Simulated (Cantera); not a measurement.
What does this Cantera script print?

```python
import numpy as np
import cantera as ct

gas = ct.Solution("gri30.yaml")
gas.TPX = 1125, 500000, {'CH4': 1, 'H2': 0.2, 'O2': 0.913, 'N2': 3.43}
reactor = ct.IdealGasConstPressureReactor(gas, energy="on", clone=False)
net = ct.ReactorNet([reactor])
net.rtol, net.atol = 1e-08, 1e-16
show = ['CH4', 'H2', 'O2', 'C2H6', 'OH']
times = np.geomspace(7e-06, 0.7, 16)

steps = ct.SolutionArray(gas, extra=["t"])
rows = []
print(f"{'t/s':>10s}{'T/K':>9s}{'P/Pa':>11s}" + "".join(f"{s:>11s}" for s in show))
for t in times:
    while net.time < t:
        t_next = net.step()
        steps.append(gas.state, t=t_next)
    rows.append([np.interp(t, steps.t, y) for y in (steps.T, steps.P, *steps(*show).X.T)])
    print(f"{t:10.3e}{rows[-1][0]:9.1f}{rows[-1][1]:11.4g}" + "".join(f"{x:11.3e}" for x in rows[-1][2:]))
rate = np.gradient(steps.T, steps.t)
print("integrator steps:", len(steps.t))
if steps.T.max() > steps.T[0] + 200:
    print(f"time of steepest temperature rise: {steps.t[rate.argmax()]:.4e} s")
gas.TPX = 1125, 500000, {'CH4': 1, 'H2': 0.2, 'O2': 0.913, 'N2': 3.43}
gas.equilibrate("HP")
print(f"equilibrium (HP): T = {gas.T:.1f} K  " + "  ".join(f"{s} {gas[s].X[0]:.3e}" for s in show))
```

Output:

```
       t/s      T/K       P/Pa        CH4         H2         O2       C2H6         OH
 7.000e-06   1125.0      5e+05  1.804e-01  3.608e-02  1.647e-01  2.106e-13  1.614e-11
 1.508e-05   1125.0      5e+05  1.804e-01  3.608e-02  1.647e-01  2.190e-12  2.902e-11
 3.249e-05   1125.0      5e+05  1.804e-01  3.608e-02  1.647e-01  2.314e-11  5.968e-11
 7.000e-05   1125.0      5e+05  1.804e-01  3.608e-02  1.647e-01  2.676e-10  1.433e-10
 1.508e-04   1125.0      5e+05  1.804e-01  3.608e-02  1.647e-01  4.196e-09  4.611e-10
 3.249e-04   1125.0      5e+05  1.804e-01  3.608e-02  1.647e-01  1.738e-07  3.256e-09
 7.000e-04   1126.1      5e+05  1.803e-01  3.600e-02  1.646e-01  2.797e-05  4.301e-08
 1.508e-03   1132.3      5e+05  1.794e-01  3.574e-02  1.638e-01  2.158e-04  6.906e-08
 3.249e-03   1161.5      5e+05  1.750e-01  3.540e-02  1.600e-01  8.877e-04  2.015e-07
 7.000e-03   2107.2      5e+05  2.969e-03  1.961e-01  2.795e-08  5.964e-07  5.191e-05
 1.508e-02   2085.1      5e+05  5.107e-04  2.188e-01  1.476e-08  1.467e-08  3.521e-05
 3.249e-02   2081.7      5e+05  3.367e-06  2.209e-01  1.380e-08  8.030e-13  3.389e-05
 7.000e-02   2081.7      5e+05  8.758e-09  2.209e-01  1.382e-08  6.199e-18  3.391e-05
 1.508e-01   2081.7      5e+05  8.625e-09  2.209e-01  1.382e-08  6.016e-18  3.391e-05
 3.249e-01   2081.7      5e+05  8.541e-09  2.209e-01  1.382e-08  5.916e-18  3.392e-05
 7.000e-01   2081.7      5e+05  8.505e-09  2.209e-01  1.382e-08  5.874e-18  3.392e-05
integrator steps: 2576
time of steepest temperature rise: 5.0488e-03 s
equilibrium (HP): T = 2081.7 K  CH4 9.709e-09  H2 2.209e-01  O2 1.382e-08  C2H6 7.349e-18  OH 3.392e-05
```

Detailed kinetics in Cantera: GRI-Mech 3.0 (53 species, 325 reactions).
